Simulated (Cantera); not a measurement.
A perfectly stirred reactor is fed with H₂ : O₂ = 0.074 : 1 (molar parts), equivalence ratio 0.037, at 1330 Pa; it is held at 1350 K, and followed from long to short residence time.

Model: GRI-Mech 3.0 (53 species, 325 reactions), integrated in Cantera. Radical loss at walls, strong at low pressure, is not modelled. The temperature is held fixed by assumption; the heat of reaction is taken as removed at once.

Question: What does this change do: H2 0.074 to 0.2 parts?

Answer: 
```json
[
 {"quantity": "x(H₂) at τ = 7.70 s", "before": "6.42e-5", "after": "0.000160"},
 {"quantity": "x(O₂) at τ = 7.70 s", "before": "0.927", "after": "0.816"},
 {"quantity": "x(H₂O₂) at τ = 7.70 s", "before": "2.83e-8", "after": "6.39e-8"},
 {"quantity": "x(HO₂) at τ = 7.70 s", "before": "5.78e-7", "after": "1.17e-6"},
 {"quantity": "x(H) at τ = 7.70 s", "before": "5.64e-5", "after": "8.98e-5"},
 {"quantity": "x(H₂) at τ = 23.0 ms", "before": "0.00164", "after": "0.00513"},
 {"quantity": "x(O₂) at τ = 23.0 ms", "before": "0.892", "after": "0.768"},
 {"quantity": "x(H₂O₂) at τ = 23.0 ms", "before": "8.98e-8", "after": "2.23e-7"},
 {"quantity": "x(HO₂) at τ = 23.0 ms", "before": "2.74e-6", "after": "5.60e-6"},
 {"quantity": "x(H) at τ = 23.0 ms", "before": "0.00675", "after": "0.0183"}
]
```
